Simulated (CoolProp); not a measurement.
CH2F2 (R32) at 383.61 K and 0.352 MPa flows at 14 m/s in a round tube of 12.7 mm bore and 15 µm roughness, fully developed (64/Re and Nu = 3.66 if laminar; Colebrook and Gnielinski if turbulent). Each further row changes one setting.

Values from CoolProp's reference Helmholtz-energy equation of state, Tillner-Roth 1997.

```
case              Reynolds number  Darcy friction factor  pressure drop (Pa/m)  heat-transfer coefficient (W/(m² K))  mass flow (kg/h)
----------------  ---------------  ---------------------  --------------------  ------------------------------------  ----------------
as stated                   60700                 0.0239                  1080                                   265              37.3
velocity 28 m/s            121000                 0.0224                  4040                                   498              74.6
diameter 25.4 mm           121000                 0.0202                   456                                   223               149
```

Viscosity comes from a separate model (Bell 2016), an estimate that may be off by 10 % or more. Thermal conductivity comes from a separate model (Huber 2003), an estimate that may be off by 10 % or more.
